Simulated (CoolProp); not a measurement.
Aqueous magnesium chloride as a coolant, 7 % by mass, freezing at -4.7 °C, 1 atm.

Computed with CoolProp (Melinder's fits for secondary coolants).

| T (°C) | Prandtl number | cp (kJ/(kg K)) | density (kg/m³) | conductivity (W/(m K)) |
|---|---|---|---|---|
| -0.1 | 16.3 | 3.750 | 1062 | 0.548 |
| 9.8 | 11.4 | 3.764 | 1060 | 0.566 |
| 19.8 | 8.38 | 3.778 | 1057 | 0.583 |
| 29.8 | 6.37 | 3.791 | 1054 | 0.600 |
| 39.8 | 4.89 | 3.803 | 1050 | 0.615 |
